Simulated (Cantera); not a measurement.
## Equilibrium for carbon deposition, reforming and gasification: acetone + NH3 + N2

Input: 1 mol acetone, 0.15 mol NH3, 2.5 mol N2, at 16500 Torr.

Equilibrium computed with Cantera from the NASA thermochemical tables; the gas is ideal and each condensed phase is pure. Candidate condensed phases: C, C6H6, C7H8, C8H18, H2O; 136 gas species. The feed counts by its element totals alone. The numbers say what is thermodynamically allowed, not how fast it happens.

```csv
T (K),log p H2,log p N2,log p CO,log p CH4,log p H2O,n C(graphite)
1448,1.00,0.93,0.50,-0.49,-1.10,1.93
1498,1.00,0.93,0.51,-0.59,-1.25,1.94
1548,1.00,0.93,0.51,-0.68,-1.40,1.95
1598,1.01,0.92,0.51,-0.77,-1.54,1.95
1648,1.01,0.92,0.51,-0.86,-1.67,1.96
1698,1.01,0.92,0.51,-0.94,-1.79,1.96
1748,1.01,0.92,0.51,-1.01,-1.91,1.96
1798,1.01,0.92,0.51,-1.09,-2.02,1.96
```
log p: log10 of the partial pressure in bar; n: condensed amount in mol.

From 1448 K to 1798 K the condensed part is C(graphite). The main C-bearing gas is CO throughout.
